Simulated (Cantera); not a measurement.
What does this Cantera script print?

```python
import numpy as np
import cantera as ct

gas = ct.Solution("gri30.yaml")


def delay(T, t_max=10):
    gas.TPX = T, 101325, {'CH4': 1, 'CO': 0.5, 'O2': 1.73, 'N2': 8.13}
    reactor = ct.IdealGasReactor(gas, clone=False)
    net = ct.ReactorNet([reactor])
    net.rtol, net.atol = 1e-8, 1e-16
    while net.time < t_max:
        t_old, T_old = net.time, reactor.T
        net.step()
        if reactor.T > T + 400:  # ignition: a rise of 400 K
            return t_old + (T + 400 - T_old) / (reactor.T - T_old) * (net.time - t_old)
    return np.nan


taus = []
for T in [1275, 1325, 1375, 1425, 1475, 1525, 1575]:
    taus.append(delay(T))
    print(f"T0 = {T:6g} K   tau = {taus[-1]:.4e} s")
```

It prints:

```
T0 =   1275 K   tau = 2.6149e-02 s
T0 =   1325 K   tau = 1.2975e-02 s
T0 =   1375 K   tau = 6.6868e-03 s
T0 =   1425 K   tau = 3.5848e-03 s
T0 =   1475 K   tau = 2.0043e-03 s
T0 =   1525 K   tau = 1.1711e-03 s
T0 =   1575 K   tau = 7.1535e-04 s
```

Cantera simulation using GRI-Mech 3.0 (53 species, 325 reactions); the numbers are that mechanism's predictions, not measurements.
